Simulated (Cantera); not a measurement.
What does this Cantera script print?

```python
import numpy as np
import cantera as ct

gas = ct.Solution("gri30.yaml")
gas.TPX = 475, 630000, {'CH4': 1, 'C2H6': 0.15, 'C3H8': 0.041, 'O2': 2.73, 'N2': 10.3}
inlet = ct.Reservoir(gas, clone=True)
gas.equilibrate("HP")  # start burning
reactor = ct.IdealGasConstPressureReactor(gas, energy="on", clone=False)
exhaust = ct.Reservoir(gas, clone=True)
tau = [0.12, 0.05, 0.02, 0.0083, 0.0033, 0.0013, 0.00055, 0.00022, 8.9e-05, 3.6e-05, 1.5e-05][0]
for a, b in ((inlet, reactor), (reactor, exhaust)):
    ct.MassFlowController(a, b, mdot=lambda t: reactor.mass / tau)
net = ct.ReactorNet([reactor])
show = ['CH4', 'C2H6', 'C3H8', 'O2', 'HCN']

rows = []
print(f"{'tau/s':>10s}{'T/K':>9s}" + "".join(f"{s:>11s}" for s in show))
for tau in [0.12, 0.05, 0.02, 0.0083, 0.0033, 0.0013, 0.00055, 0.00022, 8.9e-05, 3.6e-05, 1.5e-05]:
    net.initial_time = 0.0
    net.advance(30 * tau)
    before = gas.X
    net.advance(40 * tau)
    drift = np.max(np.abs(gas.X - before) / (gas.X + 1e-9))
    rows.append([gas.T, *gas[show].X, drift])
    print(f"{tau:10.3e}{gas.T:9.1f}" + "".join(f"{x:11.3e}" for x in gas[show].X))
```

It prints:

```
     tau/s      T/K        CH4       C2H6       C3H8         O2        HCN
 1.200e-01   2363.1  5.712e-07  6.618e-09  2.298e-09  4.500e-03  1.685e-07
 5.000e-02   2362.2  1.320e-06  1.577e-08  5.449e-09  4.723e-03  3.342e-07
 2.000e-02   2358.9  3.071e-06  3.898e-08  1.332e-08  5.137e-03  6.002e-07
 8.300e-03   2351.4  6.599e-06  9.272e-08  3.098e-08  5.787e-03  9.356e-07
 3.300e-03   2335.7  1.388e-05  2.289e-07  7.328e-08  6.848e-03  1.371e-06
 1.300e-03   2309.4  2.789e-05  5.623e-07  1.687e-07  8.439e-03  1.914e-06
 5.500e-04   2274.4  5.207e-05  1.265e-06  3.523e-07  1.045e-02  2.524e-06
 2.200e-04   2225.0  1.030e-04  2.946e-06  7.548e-07  1.326e-02  3.338e-06
 8.900e-05   2162.2  2.151e-04  6.844e-06  1.627e-06  1.697e-02  4.432e-06
 3.600e-05   2079.0  5.237e-04  1.751e-05  3.909e-06  2.270e-02  6.173e-06
 1.500e-05    475.0  7.032e-02  1.055e-02  2.883e-03  1.920e-01  4.501e-19
```

Computed with Cantera and GRI-Mech 3.0 (53 species, 325 reactions).
